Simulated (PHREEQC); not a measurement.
Dissolve 57 mmol/kgw NaOH, 0.37 mmol/kgw K2SiO3 and 0.92 mmol/kgw K3PO4 at 25 °C. Closed to the air; pH follows from the charge balance.

The numbers come from PHREEQC with the ion-association model, wateq4f.dat.

No solid was allowed to form.

Q: Order these P species by the share of P that they hold, largest first: PO4-3, NaHPO4-, HPO4-2.

A: PO4-3 (85 %), HPO4-2 (14 %), NaHPO4- (0.69 %)

The pH is 12.66 and the ionic strength 0.0631 mol/kgw. H3PO4, which wateq4f.dat lacks, is added to it with the constant of phreeqc.dat.
